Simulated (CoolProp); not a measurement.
Vapour-liquid equilibrium of acetone (1) + n-dodecane (2) at 157.95 °C; x and y are mole fractions of (1).

The numbers come from the multi-fluid Helmholtz-energy mixture model, Lemmon 2006 and Lemmon 2004; pair parameters Bell 2016 in CoolProp.

Q: Give the bubble pressure and the first vapour's composition at x = 0.05, 0.35, 0.65. Is there an azeotrope?

A: x = 0.05: 81.04 kPa, y = 0.757; x = 0.35: 572.2 kPa, y = 0.968; x = 0.65: 897.7 kPa, y = 0.982. No azeotrope shows between x = 0.05 and 0.95.

The pair parameters rest on a limited set of measurements; away from them the model extrapolates. The gap from Raoult's law changes sign with composition, which may be real or a fault of the pair parameters; it wasn't checked against measurements.
